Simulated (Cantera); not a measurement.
# Thermodynamics of iron carbonyl, mercury and lead vapours, feed PbO + H₂

A closed system holds: 1 mol PbO, 2.6 mol H₂, at 1.20 bar.

Equilibrium computed with Cantera from the NASA thermochemical tables; the gas is ideal and each condensed phase is pure. Candidate condensed phases: H₂O, Pb, PbO, PbO₂, Pb₃O₄; 12 gas species. Equilibrium is a limit: real reactors are often held back by kinetics, nucleation or transport.

```tsv
T (K)	x H₂	x H₂O	x Pb	x H	n Pb(s)	n Pb(l)
500	0.615	0.385	<1e-12	<1e-12	1.00	0
575	0.615	0.385	<1e-12	<1e-12	1.00	0
650	0.615	0.385	7.80e-11	<1e-12	0	1.00
725	0.615	0.385	2.81e-9	<1e-12	0	1.00
800	0.615	0.385	5.12e-8	2.07e-12	0	1.00
875	0.615	0.385	5.62e-7	3.59e-11	0	1.000
950	0.615	0.385	4.19e-6	3.98e-10	0	1.000
1025	0.615	0.385	2.32e-5	3.12e-9	0	1.000
1100	0.615	0.385	0.000101	1.85e-8	0	1.000
1175	0.615	0.384	0.000363	8.78e-8	0	0.999
1250	0.615	0.384	0.00111	3.46e-7	0	0.997
1325	0.614	0.383	0.00300	1.17e-6	0	0.992
1400	0.611	0.382	0.00726	3.47e-6	0	0.981
```
x: gas mole fraction; n: condensed amount in mol.

From 500 K to 575 K the condensed part is Pb(s). From 650 K to 1400 K the condensed part is Pb(l).
